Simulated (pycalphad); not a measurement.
An equivalent pycalphad script:

```python
from pycalphad import Database, equilibrium, calculate, variables as v
import numpy as np
db = Database('COST507.tdb')
comps = ['SN', 'SI', 'VA']
phases = ['BCT_A5', 'DIAMOND_A4', 'LIQUID']
eq = equilibrium(db, comps, phases, {v.X('SI'): 0.139, v.T: np.arange(1400, 499, -25), v.P: 101325, v.N: 1}, output=['HM', 'SM'])
```

CALPHAD calculation (pycalphad, COST 507 light-alloy database (1999)), 1 atm. These are 1990s assessments: newer ones move some temperatures and phases. Amounts are mole fractions of atoms.

Results at three of the temperatures:

```
T = 900.00 K, P = 101325 Pa, N = 1 mol of atoms
G = -57666 J/mol, H = 23014 J/mol, S = 89.64 J/(mol K)  (SER reference)
chemical potentials (J/mol): Sn -62813, Si -25785
phase             fraction      x(Sn)      x(Si)
LIQUID              0.8621     0.9988     0.0012
DIAMOND_A4          0.1379   4.39e-07     1.0000
```

```
T = 875.00 K, P = 101325 Pa, N = 1 mol of atoms
G = -55435 J/mol, H = 22291 J/mol, S = 88.83 J/(mol K)  (SER reference)
chemical potentials (J/mol): Sn -60400, Si -24679
phase             fraction      x(Sn)      x(Si)
LIQUID              0.8618     0.9991   0.000907
DIAMOND_A4          0.1382   4.37e-07     1.0000
```

```
T = 600.00 K, P = 101325 Pa, N = 1 mol of atoms
G = -32385 J/mol, H = 14524 J/mol, S = 78.18 J/(mol K)  (SER reference)
chemical potentials (J/mol): Sn -35377, Si -13847
phase             fraction      x(Sn)      x(Si)
LIQUID              0.8610     1.0000   6.86e-06
DIAMOND_A4          0.1390   2.99e-07     1.0000
```

Changes of the phase set, refined by bisection:

| T (°C) | phases above | phases below |
|---|---|---|
| 231.9 | diamond (Si) + liquid | bct (Sn) + diamond (Si) |

DIAMOND_A4 is diamond (Si).
